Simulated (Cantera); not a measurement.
**HMDSO + CO2 (silicon oxide and oxynitride deposition)**

Charge: 1 mol HMDSO, a varied amount of CO2, at 1002 °C and 1.33 mbar.

Equilibrium computed with Cantera from the NASA thermochemical tables; the gas is ideal and each condensed phase is pure. Candidate condensed phases: C, C6H6, C7H8, C8H18, H2O, Si, SiC, SiO2; 123 gas species. The feed counts by its element totals alone. Mutual solubility and eutectic melting of coexisting phases are not modelled. The tables hold silica as quartz up to 1696 K and as liquid above; real silica turns to tridymite and cristobalite and melts near 1996 K. Rates play no part.

```json
[
 {"n(CO2) (mol)": "0.36", "x H2": "0.840", "x CO": "0.160", "x SiO": "0.000103", "x H": "1.85e-5", "x CH4": "8.71e-6", "x H2O": "2.09e-6", "n C(graphite)": "2.64", "n SiC(s)": "2.00", "n SiO2(β-quartz)": "0"},
 {"n(CO2) (mol)": "0.46", "x H2": "0.824", "x CO": "0.176", "x SiO": "0.000113", "x H": "1.83e-5", "x CH4": "8.39e-6", "x H2O": "2.25e-6", "n C(graphite)": "2.54", "n SiC(s)": "2.00", "n SiO2(β-quartz)": "0"},
 {"n(CO2) (mol)": "0.59", "x H2": "0.805", "x CO": "0.195", "x SiO": "0.000126", "x H": "1.81e-5", "x CH4": "8.01e-6", "x H2O": "2.44e-6", "n C(graphite)": "2.41", "n SiC(s)": "2.00", "n SiO2(β-quartz)": "0"},
 {"n(CO2) (mol)": "0.75", "x H2": "0.783", "x CO": "0.217", "x SiO": "0.000140", "x H": "1.79e-5", "x CH4": "7.57e-6", "x H2O": "2.64e-6", "n C(graphite)": "2.25", "n SiC(s)": "2.00", "n SiO2(β-quartz)": "0"},
 {"n(CO2) (mol)": "0.96", "x H2": "0.758", "x CO": "0.242", "x SiO": "0.000156", "x H": "1.76e-5", "x CH4": "7.10e-6", "x H2O": "2.85e-6", "n C(graphite)": "2.11", "n SiC(s)": "1.98", "n SiO2(β-quartz)": "0.0221"},
 {"n(CO2) (mol)": "1.2", "x H2": "0.758", "x CO": "0.242", "x SiO": "0.000156", "x H": "1.76e-5", "x CH4": "7.10e-6", "x H2O": "2.85e-6", "n C(graphite)": "2.59", "n SiC(s)": "1.74", "n SiO2(β-quartz)": "0.262"},
 {"n(CO2) (mol)": "1.6", "x H2": "0.758", "x CO": "0.242", "x SiO": "0.000156", "x H": "1.76e-5", "x CH4": "7.10e-6", "x H2O": "2.85e-6", "n C(graphite)": "3.39", "n SiC(s)": "1.34", "n SiO2(β-quartz)": "0.662"},
 {"n(CO2) (mol)": "2", "x H2": "0.758", "x CO": "0.242", "x SiO": "0.000156", "x H": "1.76e-5", "x CH4": "7.10e-6", "x H2O": "2.85e-6", "n C(graphite)": "4.19", "n SiC(s)": "0.936", "n SiO2(β-quartz)": "1.06"},
 {"n(CO2) (mol)": "2.6", "x H2": "0.758", "x CO": "0.242", "x SiO": "0.000156", "x H": "1.76e-5", "x CH4": "7.10e-6", "x H2O": "2.85e-6", "n C(graphite)": "5.39", "n SiC(s)": "0.336", "n SiO2(β-quartz)": "1.66"},
 {"n(CO2) (mol)": "3.3", "x H2": "0.714", "x CO": "0.286", "x SiO": "0.000132", "x H": "1.71e-5", "x CH4": "6.30e-6", "x H2O": "3.17e-6", "n C(graphite)": "5.70", "n SiC(s)": "0", "n SiO2(β-quartz)": "2.00"}
]
```
x: gas mole fraction; n: condensed amount in mol.

From 0.36 mol CO2 to 0.75 mol CO2 the condensed part is C(graphite) + SiC(s). From 0.96 mol CO2 to 2.6 mol CO2 the condensed part is C(graphite) + SiC(s) + SiO2(β-quartz). At 3.3 mol CO2 the condensed part is C(graphite) + SiO2(β-quartz). The main Si-bearing gas is SiO throughout.
